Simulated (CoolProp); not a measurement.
Model: reference Helmholtz-energy equation of state, Gao 2022, in CoolProp.

Problem. For n-perfluorobutane, give the phase and the Z, cp (kJ/(kg K)), speed of sound (m/s), expansivity (1/kK) at 392.6 K and 0.909 MPa; 392.6 K and 8.18 MPa.

Solution. 
- 392.6 K and 0.909 MPa: gas; Z 0.866, cp 0.993, speed of sound 104, expansivity 4.20
- 392.6 K and 8.18 MPa: supercritical; Z 0.503, cp 1.23, speed of sound 236, expansivity 3.98
